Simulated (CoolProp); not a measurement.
Vapour-liquid equilibrium of C2F6 (R116) (1) + propylene (2) at 0.744 MPa; x and y are mole fractions of (1).

Values from CoolProp's multi-fluid Helmholtz-energy mixture model, Lemmon 2006 and Lemmon 2013; pair parameters Bell 2016.

Task: Give the bubble temperature and the first vapour's composition at x = 0.65, 0.85, 0.95. Is there an azeotrope?

Result: x = 0.65: 242.7 K, y = 0.769; x = 0.85: 241.7 K, y = 0.857; x = 0.95: 241.9 K, y = 0.941. y crosses x between x = 0.85 and 0.95: the model has an azeotrope there.

Pair parameters are fitted to limited data, so mixtures are less certain than the pure fluids. With so large a gap from Raoult's law the liquid may split in two, which this calculation doesn't test in full.
